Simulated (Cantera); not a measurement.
A perfectly stirred reactor is fed with 77.6 % CH4, 22.4 % H2, at 0.0132 atm; it is held at 1525 K, and followed from long to short residence time.

Model: GRI-Mech 3.0 (53 species, 325 reactions), integrated in Cantera. GRI-Mech 3.0 stops at C3 and has no aromatics, soot or wall deposition, so with more carbon than oxygen in the feed, carbon stays in small species such as C2H2 where larger ones or solid carbon would form. Radical loss at walls, strong at low pressure, is not modelled.

Predict: x(CH4) at τ = 27.0 s; x(H2) at τ = 27.0 s; x(C2H4) at τ = 27.0 s; x(CH2) at τ = 27.0 s; x(C2H) at τ = 27.0 s; x(CH4) at τ = 24.0 ms; x(H2) at τ = 24.0 ms; x(C2H4) at τ = 24.0 ms; x(CH2) at τ = 24.0 ms.


| Quantity | Value |
|---|---|
| x(CH4) at τ = 27.0 s | 0.128 |
| x(H2) at τ = 27.0 s | 0.689 |
| x(C2H4) at τ = 27.0 s | 0.000905 |
| x(CH2) at τ = 27.0 s | 3.95e-8 |
| x(C2H) at τ = 27.0 s | 5.72e-8 |
| x(CH4) at τ = 24.0 ms | 0.774 |
| x(H2) at τ = 24.0 ms | 0.225 |
| x(C2H4) at τ = 24.0 ms | 0.000326 |
| x(CH2) at τ = 24.0 ms | 1.71e-8 |
